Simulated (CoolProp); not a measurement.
Vapour-liquid equilibrium of R134a (1) + cyclopropane (2) at 340.2 K; x and y are mole fractions of (1).

The numbers come from the multi-fluid Helmholtz-energy mixture model, Tillner-Roth 1994 and Polt 1992; pair parameters Bell 2016 in CoolProp. This equation is an older, rougher fit; its heat capacities, sound speeds and derivatives of the liquid may be far off and weren't checked against measurements.

```json
[
 {"x": "0.05", "bubble pressure, mixture model (bar)": "21.01", "bubble pressure, Raoult's law (bar)": "19.54", "y, mixture model": "0.095", "y, Raoult's law": "0.051"},
 {"x": "0.125", "bubble pressure, mixture model (bar)": "22.69", "bubble pressure, Raoult's law (bar)": "19.56", "y, mixture model": "0.199", "y, Raoult's law": "0.127"},
 {"x": "0.2", "bubble pressure, mixture model (bar)": "23.86", "bubble pressure, Raoult's law (bar)": "19.58", "y, mixture model": "0.276", "y, Raoult's law": "0.202"},
 {"x": "0.275", "bubble pressure, mixture model (bar)": "24.65", "bubble pressure, Raoult's law (bar)": "19.60", "y, mixture model": "0.339", "y, Raoult's law": "0.278"},
 {"x": "0.35", "bubble pressure, mixture model (bar)": "25.16", "bubble pressure, Raoult's law (bar)": "19.62", "y, mixture model": "0.393", "y, Raoult's law": "0.353"},
 {"x": "0.425", "bubble pressure, mixture model (bar)": "25.44", "bubble pressure, Raoult's law (bar)": "19.64", "y, mixture model": "0.445", "y, Raoult's law": "0.429"},
 {"x": "0.5", "bubble pressure, mixture model (bar)": "25.50", "bubble pressure, Raoult's law (bar)": "19.66", "y, mixture model": "0.495", "y, Raoult's law": "0.504"},
 {"x": "0.575", "bubble pressure, mixture model (bar)": "25.35", "bubble pressure, Raoult's law (bar)": "19.68", "y, mixture model": "0.548", "y, Raoult's law": "0.579"},
 {"x": "0.65", "bubble pressure, mixture model (bar)": "24.99", "bubble pressure, Raoult's law (bar)": "19.71", "y, mixture model": "0.604", "y, Raoult's law": "0.653"},
 {"x": "0.725", "bubble pressure, mixture model (bar)": "24.39", "bubble pressure, Raoult's law (bar)": "19.73", "y, mixture model": "0.666", "y, Raoult's law": "0.728"},
 {"x": "0.8", "bubble pressure, mixture model (bar)": "23.53", "bubble pressure, Raoult's law (bar)": "19.75", "y, mixture model": "0.736", "y, Raoult's law": "0.802"},
 {"x": "0.875", "bubble pressure, mixture model (bar)": "22.38", "bubble pressure, Raoult's law (bar)": "19.77", "y, mixture model": "0.819", "y, Raoult's law": "0.877"},
 {"x": "0.95", "bubble pressure, mixture model (bar)": "20.94", "bubble pressure, Raoult's law (bar)": "19.79", "y, mixture model": "0.920", "y, Raoult's law": "0.951"}
]
```

The largest gap from Raoult's law is +29.7 % in bubble pressure, at x = 0.5. y crosses x between x = 0.425 and 0.5: the model has an azeotrope there.

The pair parameters rest on a limited set of measurements; away from them the model extrapolates.
